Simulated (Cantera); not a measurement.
Charge: 1 mol N2O, 0.6 mol SO2, held at 2073.15 K and 58500 Torr.

Method: chemical equilibrium by Gibbs-energy minimisation in Cantera with the NASA 1993 tables (ideal gas, pure condensed phases). Candidate condensed phases: S; 17 gas species. The ideal-gas law is rough above about 30 bar. Kinetics and transport are ignored.

Base state: N2 0.474, SO2 0.281, O2 0.232, NO 0.00758, SO3 0.00551, NO2 0.000108, O 6.27e-5, SO 1.86e-5 (mole fractions); condensed: gas only.

Question: What changes in the equilibrium state with this change: SO2 from 0.6 to 0.0049 mol?

Answer: 
| species | before | after |
|---|---|---|
| N2 | 0.474 | 0.659 |
| O2 | 0.232 | 0.327 |
| NO | 0.00758 | 0.0106 |
| SO2 | 0.281 | 0.00318 |
| SO | 1.86e-5 | 1.77e-7 |
| SO3 | 0.00551 | 7.40e-5 |
